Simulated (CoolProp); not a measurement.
Saturation properties of R1336mzz(Z).

Values from CoolProp's reference Helmholtz-energy equation of state, McLinden 2020.

| T (K) | p (bar) | liquid density (kg/m³) | vapour density (kg/m³) | enthalpy of vaporisation (kJ/kg) | liquid cp (kJ/(kg K)) |
|---|---|---|---|---|---|
| 212.9 | 0.004656 | 1569 | 0.04319 | 204.6 | 1.038 |
| 230.1 | 0.01880 | 1530 | 0.1617 | 197.4 | 1.077 |
| 247.3 | 0.06009 | 1490 | 0.4827 | 190.3 | 1.115 |
| 264.5 | 0.1600 | 1449 | 1.211 | 183.1 | 1.151 |
| 281.6 | 0.3672 | 1407 | 2.641 | 175.8 | 1.187 |
| 298.8 | 0.7545 | 1363 | 5.204 | 168.2 | 1.222 |
| 316 | 1.412 | 1317 | 9.437 | 160.1 | 1.258 |
| 333.2 | 2.450 | 1268 | 16.04 | 151.3 | 1.296 |
| 350.4 | 3.995 | 1216 | 25.96 | 141.7 | 1.339 |
| 367.5 | 6.176 | 1159 | 40.43 | 131.0 | 1.389 |
| 384.7 | 9.176 | 1095 | 61.70 | 118.5 | 1.456 |

It boils at 306.6 K under 1 atm.
